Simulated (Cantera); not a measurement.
Input: 1 mol c-C4F8, 0.1 mol CH4, 1 mol H2, equilibrated at 10.0 Pa.

Equilibrium computed with Cantera from the NASA thermochemical tables; the gas is ideal and each condensed phase is pure. Candidate condensed phases: C, C6H6, C7H8, C8H18; 95 gas species. The feed counts by its element totals alone. Gases not in the tables: C2F6 and larger saturated fluorocarbons. Equilibrium is a limit: real reactors are often held back by kinetics, nucleation or transport.

x: gas mole fraction; n: condensed amount in mol.

```tsv
T (°C)	x HF	x F	x CF4	x CF2	x CF3	x CF	x H	n C(graphite)
1050	0.632	5.15e-5	0.368	0.000129	?	1.39e-9	1.99e-9	2.70
1150	0.631	0.000389	0.368	0.000770	?	3.08e-8	1.10e-8	2.70
1250	0.629	0.00225	0.365	0.00362	?	4.54e-7	4.83e-8	2.70
1350	0.622	0.0104	0.353	0.0138	?	4.76e-6	1.78e-7	2.68
1450	0.599	0.0396	0.317	0.0433	?	3.71e-5	5.61e-7	2.65
1550	0.539	0.123	0.229	0.106	?	0.000217	1.54e-6	2.60
1650	0.438	0.291	0.0929	0.175	?	0.000908	3.97e-6	2.61
1750	0.358	0.473	0.0129	0.153	?	0.00245	1.23e-5	2.97
```

Task: Fill in the missing entries.

Result: 
- 1050, x CF3: 1.30e-5
- 1150, x CF3: 5.53e-5
- 1250, x CF3: 0.000194
- 1350, x CF3: 0.000569
- 1450, x CF3: 0.00139
- 1550, x CF3: 0.00258
- 1650, x CF3: 0.00284
- 1750, x CF3: 0.00129
